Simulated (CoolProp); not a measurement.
Properties of nitrogen along the isotherm 76.2 K (Tc = 126.2 K, pc = 3396 kPa, ω = 0.037).

Computed with CoolProp (reference Helmholtz-energy equation of state, Span 2000).

```json
[
 {"p (kPa)": "2260", "phase": "liquid", "Z": "0.1224", "Joule-Thomson coefficient (K/MPa)": "-0.3604", "expansivity (1/kK)": "5.343", "conductivity (mW/(m K))": "149", "Prandtl number": "2.35"},
 {"p (kPa)": "4530", "phase": "liquid", "Z": "0.2437", "Joule-Thomson coefficient (K/MPa)": "-0.3716", "expansivity (1/kK)": "5.128", "conductivity (mW/(m K))": "152", "Prandtl number": "2.37"},
 {"p (kPa)": "6790", "phase": "liquid", "Z": "0.3631", "Joule-Thomson coefficient (K/MPa)": "-0.3814", "expansivity (1/kK)": "4.938", "conductivity (mW/(m K))": "154", "Prandtl number": "2.39"},
 {"p (kPa)": "9060", "phase": "liquid", "Z": "0.4818", "Joule-Thomson coefficient (K/MPa)": "-0.3902", "expansivity (1/kK)": "4.767", "conductivity (mW/(m K))": "156", "Prandtl number": "2.41"},
 {"p (kPa)": "11300", "phase": "liquid", "Z": "0.5977", "Joule-Thomson coefficient (K/MPa)": "-0.3979", "expansivity (1/kK)": "4.614", "conductivity (mW/(m K))": "158", "Prandtl number": "2.43"},
 {"p (kPa)": "13600", "phase": "liquid", "Z": "…", "Joule-Thomson coefficient (K/MPa)": "-0.4051", "expansivity (1/kK)": "4.471", "conductivity (mW/(m K))": "160", "Prandtl number": "2.46"},
 {"p (kPa)": "15800", "phase": "liquid", "Z": "0.8273", "Joule-Thomson coefficient (K/MPa)": "-0.4113", "expansivity (1/kK)": "4.345", "conductivity (mW/(m K))": "162", "Prandtl number": "2.48"},
 {"p (kPa)": "18100", "phase": "liquid", "Z": "0.9432", "Joule-Thomson coefficient (K/MPa)": "-0.4172", "expansivity (1/kK)": "4.224", "conductivity (mW/(m K))": "164", "Prandtl number": "…"},
 {"p (kPa)": "20400", "phase": "liquid", "Z": "1.058", "Joule-Thomson coefficient (K/MPa)": "-0.4225", "expansivity (1/kK)": "4.113", "conductivity (mW/(m K))": "166", "Prandtl number": "2.53"},
 {"p (kPa)": "22600", "phase": "liquid", "Z": "1.167", "Joule-Thomson coefficient (K/MPa)": "-0.4272", "expansivity (1/kK)": "4.013", "conductivity (mW/(m K))": "…", "Prandtl number": "2.55"},
 {"p (kPa)": "24900", "phase": "liquid", "Z": "1.281", "Joule-Thomson coefficient (K/MPa)": "-0.4317", "expansivity (1/kK)": "3.917", "conductivity (mW/(m K))": "170", "Prandtl number": "2.58"},
 {"p (kPa)": "27200", "phase": "liquid", "Z": "1.393", "Joule-Thomson coefficient (K/MPa)": "-0.4359", "expansivity (1/kK)": "3.826", "conductivity (mW/(m K))": "172", "Prandtl number": "2.60"},
 {"p (kPa)": "29400", "phase": "liquid", "Z": "1.500", "Joule-Thomson coefficient (K/MPa)": "-0.4395", "expansivity (1/kK)": "3.745", "conductivity (mW/(m K))": "173", "Prandtl number": "2.63"},
 {"p (kPa)": "31700", "phase": "liquid", "Z": "1.611", "Joule-Thomson coefficient (K/MPa)": "-0.4430", "expansivity (1/kK)": "3.665", "conductivity (mW/(m K))": "175", "Prandtl number": "2.65"},
 {"p (kPa)": "34000", "phase": "liquid", "Z": "1.722", "Joule-Thomson coefficient (K/MPa)": "-0.4463", "expansivity (1/kK)": "3.590", "conductivity (mW/(m K))": "177", "Prandtl number": "2.68"}
]
```

Task: Complete the blanks.

Result: 
- 13600, Z: 0.7156
- 18100, Prandtl number: 2.50
- 22600, conductivity (mW/(m K)): 168

Viscosity comes from a separate model (Lemmon 2004). Thermal conductivity comes from a separate model (Lemmon 2004).
